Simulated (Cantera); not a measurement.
An isothermal, constant-pressure homogeneous reactor starts with 12.3 % H2, 87.7 % O2, equivalence ratio 0.070, at 1473 K and 20.0 Torr.

Computed with Cantera and the H2/O2 subset of GRI-Mech 3.0, which has no nitrogen chemistry. Radical loss at walls, strong at low pressure, is not modelled. The temperature is held fixed by assumption; the heat of reaction is taken as removed at once.

x: mole fraction; the columns are a selection and need not sum to one.

```
t (s)         x H2   x O2    x H2O    x HO2       x H      x OH       x O
--------  --------  -----  -------  -------  --------  --------  --------
9.00e-6      0.123  0.877  1.42e-8  1.18e-7   9.03e-8   4.01e-8   4.24e-8
2.51e-5      0.123  0.877  2.37e-7  3.30e-7   2.96e-7   2.43e-7   2.72e-7
7.00e-5      0.123  0.877        …        …         …         …         …
0.000195     0.116  0.873  0.00439  3.40e-6   0.00199   0.00202   0.00239
0.000545   0.00433  0.786   0.0994  6.63e-6    0.0239    0.0146    0.0715
0.00152    0.00399  0.793    0.102  6.61e-6    0.0209    0.0141    0.0653
0.00424    0.00322  0.810    0.109  6.45e-6    0.0144    0.0128    0.0506
0.0118     0.00177  0.838    0.119  5.54e-6   0.00548   0.00965    0.0264
0.0330    0.000498  0.860    0.127  3.07e-6  0.000773   0.00517   0.00714
0.0921     8.58e-5  0.867    0.129  9.28e-7   5.45e-5   0.00216   0.00122
0.257      1.48e-5  0.869    0.130  2.64e-7   3.91e-6  0.000900  0.000210
0.717      3.29e-6  0.869    0.131  1.71e-7   4.10e-7  0.000425   4.66e-5
2.00             …  0.869    0.131        …         …         …         …
```

**Question.** What belongs in the gaps?

**Answer.** 
- 7.00e-5, x H2O: 6.59e-6
- 7.00e-5, x HO2: 9.21e-7
- 7.00e-5, x H: 3.47e-6
- 7.00e-5, x OH: 3.51e-6
- 7.00e-5, x O: 4.04e-6
- 2.00, x H2: 1.30e-6
- 2.00, x HO2: 2.05e-7
- 2.00, x H: 1.02e-7
- 2.00, x OH: 0.000267
- 2.00, x O: 1.83e-5
